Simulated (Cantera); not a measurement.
What does this Cantera script print?

```python
import numpy as np
import cantera as ct

gas_names = """
    C CN CO CO2 C2 CCN CNC C2N2 C2O C3 C3O2 C4 C4N2 C5 N NCO NO NO2 NO3 N2 N2O O O2 O3 Si SiC SiC2 SiN
    SiO SiO2 Si2 Si2C Si2N Si3
""".split()
cond_names = """
    C(gr) Si(cr) Si(L) SiC(b) SiO2(Lqz) SiO2(hqz) SiO2(L) Si2N2O(s) Si3N4(a)
""".split()


# ... load() reads the species with a 1 bar reference pressure and builds the phases ...
atoms = {
    'Si': {'Si': 1},
    'CO2': {'C': 1, 'O': 2},
    'N2': {'N': 2},
    'O2': {'O': 2},
}
top_T = {'C(gr)': 4500, 'SiC(b)': 3050, 'Si2N2O(s)': 2100, 'Si3N4(a)': 2400}  # K; cautious upper limits of use, not melting points


# ... equilibrate(T, P, feed) seeds the gas with the atoms and calls Mixture.equilibrate('TP', solver="vcs", rtol=1e-11, max_steps=5000) ...
results = []
feed = {'Si': 1, 'CO2': 0.59, 'N2': 17, 'O2': 0.26}  # mol
T = 900  # K
P = 10000  # Pa
mix = equilibrate(T, P, feed)
results.append((T, P, feed, dict(zip(mix.species_names, mix.species_moles))))
x = sorted(zip(gas.X, gas.species_names), reverse=True)
print(f"T = {T:g} K  P = {P:g} Pa  gas = {mix.phase_moles(0):.4g} mol")
print("   x: " + "  ".join(f"{s} {v:.3e}" for v, s in x if v > 0.0001))
print("   condensed (mol): " + ("  ".join(f"{mix.phase(i).name} {mix.phase_moles(i):.4g}"
      for i in range(1, mix.n_phases) if mix.phase_moles(i) > 1e-12) or "none"))
```

It prints:

```
T = 900 K  P = 10000 Pa  gas = 16.9 mol
   x: N2 9.998e-01  CO 1.625e-04
   condensed (mol): C(gr) 0.5873  SiO2(hqz) 0.7982  Si2N2O(s) 0.1009
```

These are equilibrium values from Cantera (NASA tables, ideal gas, pure condensed phases), not measurements of a reactor. N2 is the only nitrogen source here; it is nearly inert below about 1500 K, so the nitride shown seldom forms there in practice.
